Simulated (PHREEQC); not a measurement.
1 kg of water holding 0.23 mol NaCl, 0.006 mol KCl and 0.26 mol NaBr is evaporated at 15 °C; the solids stay in contact with the brine. No CO2 enters from the air. Solids allowed: Halite, Sylvite. Others were left out.

Model: Pitzer model, pitzer.dat, run in PHREEQC.

| water left (kg) | ionic strength | water activity | Br in solution (mol/kgw) | Na in solution (mol/kgw) | K in solution (mol/kgw) |
|---|---|---|---|---|---|
| 1 | 0.496 | 0.984 | 0.260 | 0.490 | 0.00600 |
| 0.8219 | 0.603 | 0.980 | 0.316 | 0.596 | 0.00730 |
| 0.6755 | 0.734 | (withheld) | 0.385 | 0.725 | 0.00888 |
| 0.5552 | 0.893 | 0.970 | 0.468 | 0.883 | 0.0108 |
| 0.4563 | 1.09 | 0.964 | 0.570 | 1.07 | 0.0131 |
| 0.375 | 1.32 | (withheld) | 0.693 | 1.31 | 0.0160 |
| 0.3082 | 1.61 | (withheld) | 0.844 | 1.59 | 0.0195 |
| 0.2533 | 1.96 | 0.932 | 1.03 | 1.93 | 0.0237 |
| 0.2082 | 2.38 | 0.916 | 1.25 | 2.35 | 0.0288 |
| 0.1711 | 2.90 | (withheld) | 1.52 | 2.86 | 0.0351 |
| 0.1407 | 3.53 | (withheld) | 1.85 | 3.48 | 0.0427 |
| 0.1156 | 4.29 | 0.835 | 2.25 | 4.24 | 0.0519 |
| 0.09502 | 5.22 | 0.790 | 2.74 | 5.16 | 0.0631 |
| 0.07809 | 6.35 | 0.732 | 3.33 | 6.28 | 0.0768 |

Task: Complete the blanks.

Result: 
- 0.6755, water activity: 0.976
- 0.375, water activity: 0.955
- 0.3082, water activity: 0.945
- 0.1711, water activity: 0.896
- 0.1407, water activity: 0.869
